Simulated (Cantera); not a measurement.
**Reactions in the system B-Cl-H**

Source: NASA polynomial tables (part measured, part estimated), evaluated in Cantera. Values are per mole of reaction as written; species without (g) are pure solids or liquids, kept so even where they would boil at 1 bar.

BCl₃(g) + 3 H(g) = B + 3 HCl(g)

```
T (K)  ΔH° (kJ)  ΔS° (J/K)  ΔG° (kJ)  log10 K
-----  --------  ---------  --------  -------
300      -528.0      -68.0    -507.6    88.39
950      -545.4      -99.0    -451.3    24.81
1025     -547.1     -100.7    -443.8    22.62
1100     -548.6     -102.2    -436.2    20.71
1175     -550.1     -103.5    -428.5    19.05
1250     -551.5     -104.7    -420.7    17.58
1325     -552.8     -105.7    -412.8    16.27
1400     -554.0     -106.6    -404.8    15.10
```
